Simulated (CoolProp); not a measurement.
Computed with CoolProp (reference Helmholtz-energy equation of state, Zhou 2016).

Q: Give the vapour pressure (bar), vapour density (kg/m³), enthalpy of vaporisation (kJ/kg) of saturated R245ca at 22.15, 68.75, 87.35 °C.

A: 
| T (°C) | p (bar) | vapour density (kg/m³) | enthalpy of vaporisation (kJ/kg) |
|---|---|---|---|
| 22.15 | 0.897 | 5.08 | 206 |
| 68.75 | 4.22 | 22.3 | 178 |
| 87.35 | 6.88 | 36.3 | 165 |
